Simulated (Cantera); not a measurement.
# Carbothermic reduction: Ta₂O₅ + CO + H₂

Input: 1 mol Ta₂O₅, 15 mol CO, a varied amount of H₂, at 2425 K and 0.495 Torr.

Equilibrium computed with Cantera from the NASA thermochemical tables; the gas is ideal and each condensed phase is pure. Candidate condensed phases: C, C₆H₆, C₇H₈, C₈H₁₈, H₂O, Ta, TaC, Ta₂O₅; 113 gas species. Rates play no part.

From 1.5 mol H₂ to 3.2 mol H₂ the condensed part is Ta₂O₅(l). From 3.8 mol H₂ to 9.5 mol H₂ nothing is condensed. The main Ta-bearing gas is TaO₂ throughout.

```
n(H₂) (mol)   x CO    x H    x H₂  x TaO₂    x CO₂    x H₂O      x O  n Ta₂O₅(l)
-----------  -----  -----  ------  ------  -------  -------  -------  ----------
1.5          0.753  0.102  0.0213  0.0820   0.0224  0.00378   0.0109       0.200
1.7          0.740  0.110  0.0250  0.0824   0.0218  0.00441   0.0108       0.182
2            0.722  0.122  0.0307  0.0829   0.0210  0.00534   0.0107       0.155
2.4          0.699  0.136  0.0382  0.0836   0.0200  0.00654   0.0105       0.120
2.7          0.683  0.146  0.0438  0.0841   0.0193  0.00741   0.0104      0.0937
3.2          0.658  0.160  0.0529  0.0849   0.0183  0.00878   0.0102      0.0499
3.8          0.631  0.176  0.0635  0.0856   0.0171   0.0103  0.00994           0
4.4          0.610  0.190  0.0745  0.0825   0.0154   0.0113  0.00928           0
5.1          0.587  0.205  0.0868  0.0792   0.0138   0.0122  0.00859           0
6            0.560  0.222   0.102  0.0754   0.0120   0.0130  0.00785           0
7            0.534  0.239   0.118  0.0716   0.0104   0.0137  0.00714           0
8.2          0.505  0.257   0.136  0.0674  0.00886   0.0143  0.00645           0
9.5          0.476  0.273   0.153  0.0635  0.00757   0.0146  0.00583           0
```
x: gas mole fraction; n: condensed amount in mol.
